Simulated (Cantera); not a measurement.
Input: 1 mol Ta2O5, 2.1 mol CH4, 0.45 mol CO.

Points: T (K) = 800, 950, 1100, 1250, 1400, 1550, 1700, 1850, 2000, 2150, 2300, 2450, 2600; P (Pa) = 10, 68, 460, 3200, 22000, 150000, 1e+06.

Cantera's Mixture.equilibrate('TP', solver="vcs", rtol=1e-11, max_steps=5000) on the NASA tables stopped like this:

```
ERROR: FAILURE its = 5001!

*******************************************************************************
CanteraError thrown by MultiPhase::equilibrate:
VCS solver failed. Return code: -1
*******************************************************************************
```

Q: What got this run through?

A: This is not unique; one that fits is The failure is numerical, not chemical. The same input converged with solver="gibbs", rtol=1e-10, max_steps=50000, and the result passed a check of the equilibrium conditions:
```
    800         10  C(gr) + Ta2O5(s)
    950         10  TaC(s) + Ta2O5(s)
   1100         10  TaC(s) + Ta2O5(s)
   1250         10  TaC(s) + Ta2O5(s)
   1400         10  TaC(s) + Ta2O5(s)
   1550         10  TaC(s) + Ta2O5(s)
   1700         10  Ta(cr) + Ta2O5(s)
   1850         10  Ta(cr) + Ta2O5(s)
   2000         10  Ta(cr) + Ta2O5(s)
   2150         10  Ta(cr) + Ta2O5(L)
   2300         10  Ta(cr)
   2450         10  gas only
   2600         10  gas only
    800         68  C(gr) + Ta2O5(s)
    950         68  C(gr) + TaC(s) + Ta2O5(s)
   1100         68  TaC(s) + Ta2O5(s)
   1250         68  TaC(s) + Ta2O5(s)
   1400         68  TaC(s) + Ta2O5(s)
   1550         68  TaC(s) + Ta2O5(s)
   1700         68  TaC(s) + Ta2O5(s)
   1850         68  Ta(cr) + Ta2O5(s)
   2000         68  Ta(cr) + Ta2O5(s)
   2150         68  Ta(cr) + Ta2O5(L)
   2300         68  Ta(cr) + Ta2O5(L)
   2450         68  Ta(cr)
   2600         68  gas only
    800        460  C(gr) + Ta2O5(s)
    950        460  C(gr) + Ta2O5(s)
   1100        460  TaC(s) + Ta2O5(s)
   1250        460  TaC(s) + Ta2O5(s)
   1400        460  TaC(s) + Ta2O5(s)
   1550        460  TaC(s) + Ta2O5(s)
   1700        460  TaC(s) + Ta2O5(s)
   1850        460  TaC(s) + Ta2O5(s)
   2000        460  Ta(cr) + Ta2O5(s)
   2150        460  Ta(cr) + Ta2O5(L)
   2300        460  Ta(cr) + Ta2O5(L)
   2450        460  Ta(cr) + Ta2O5(L)
   2600        460  Ta(cr)
    800       3200  C(gr) + Ta2O5(s)
    950       3200  C(gr) + Ta2O5(s)
   1100       3200  C(gr) + TaC(s) + Ta2O5(s)
   1250       3200  TaC(s) + Ta2O5(s)
   1400       3200  TaC(s) + Ta2O5(s)
   1550       3200  TaC(s) + Ta2O5(s)
   1700       3200  TaC(s) + Ta2O5(s)
   1850       3200  TaC(s) + Ta2O5(s)
   2000       3200  TaC(s) + Ta2O5(s)
   2150       3200  Ta(cr) + Ta2O5(L)
   2300       3200  Ta(cr) + Ta2O5(L)
   2450       3200  Ta(cr) + Ta2O5(L)
   2600       3200  Ta(cr) + Ta2O5(L)
    800    2.2e+04  C(gr) + Ta2O5(s)
    950    2.2e+04  C(gr) + Ta2O5(s)
   1100    2.2e+04  C(gr) + Ta2O5(s)
   1250    2.2e+04  TaC(s) + Ta2O5(s)
   1400    2.2e+04  TaC(s) + Ta2O5(s)
   1550    2.2e+04  TaC(s) + Ta2O5(s)
   1700    2.2e+04  TaC(s) + Ta2O5(s)
   1850    2.2e+04  TaC(s) + Ta2O5(s)
   2000    2.2e+04  TaC(s) + Ta2O5(s)
   2150    2.2e+04  TaC(s) + Ta2O5(L)
   2300    2.2e+04  Ta(cr) + TaC(s) + Ta2O5(L)
   2450    2.2e+04  Ta(cr) + Ta2O5(L)
   2600    2.2e+04  Ta(cr) + Ta2O5(L)
    800    1.5e+05  C(gr) + Ta2O5(s)
    950    1.5e+05  C(gr) + Ta2O5(s)
   1100    1.5e+05  C(gr) + Ta2O5(s)
   1250    1.5e+05  C(gr) + Ta2O5(s)
   1400    1.5e+05  TaC(s) + Ta2O5(s)
   1550    1.5e+05  TaC(s) + Ta2O5(s)
   1700    1.5e+05  TaC(s) + Ta2O5(s)
   1850    1.5e+05  TaC(s) + Ta2O5(s)
   2000    1.5e+05  TaC(s) + Ta2O5(s)
   2150    1.5e+05  TaC(s) + Ta2O5(L)
   2300    1.5e+05  TaC(s) + Ta2O5(L)
   2450    1.5e+05  TaC(s) + Ta2O5(L)
   2600    1.5e+05  Ta(cr) + Ta2O5(L)
    800      1e+06  C(gr) + Ta2O5(s)
    950      1e+06  C(gr) + Ta2O5(s)
   1100      1e+06  C(gr) + Ta2O5(s)
   1250      1e+06  C(gr) + Ta2O5(s)
   1400      1e+06  C(gr) + TaC(s) + Ta2O5(s)
   1550      1e+06  TaC(s) + Ta2O5(s)
   1700      1e+06  TaC(s) + Ta2O5(s)
   1850      1e+06  TaC(s) + Ta2O5(s)
   2000      1e+06  TaC(s) + Ta2O5(s)
   2150      1e+06  TaC(s) + Ta2O5(L)
   2300      1e+06  TaC(s) + Ta2O5(L)
   2450      1e+06  TaC(s) + Ta2O5(L)
   2600      1e+06  TaC(s) + Ta2O5(L)
```

The gas is ideal and each condensed phase is pure. Mutual solubility and eutectic melting of coexisting phases are not modelled. TaC: taken at fixed stoichiometry. Condensed phases not in the tables: Ta2C, N, O or C dissolved in the metal.
